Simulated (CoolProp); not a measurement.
A single-stage vapour-compression cycle with nitrous oxide: evaporating at 232.15 K (dew point), condensing at 272.15 K (bubble point), superheat 8 K, subcooling 2 K, compressor efficiency 0.75, no pressure losses. Each further row changes one setting.

Computed with CoolProp (reference Helmholtz-energy equation of state, Lemmon 2006). It is a short technical equation, of lower accuracy than the large ones.

```tsv
case	cooling COP	pressure ratio	discharge temperature (K)	refrigerating effect (kJ/kg)	volumetric capacity (kJ/m³)
as stated	3.31	3.36	337.0	246	5500
evaporating temperature 237.15 K	3.95	2.82	327.9	248	6560
condensing temperature 267.15 K	3.92	2.94	325.5	257	5740
subcooling 7 K	3.45	3.36	337.0	257	5740
superheat 18 K	3.25	3.36	350.3	256	5400
compressor efficiency 0.65	2.87	3.36	347.6	246	5500
```
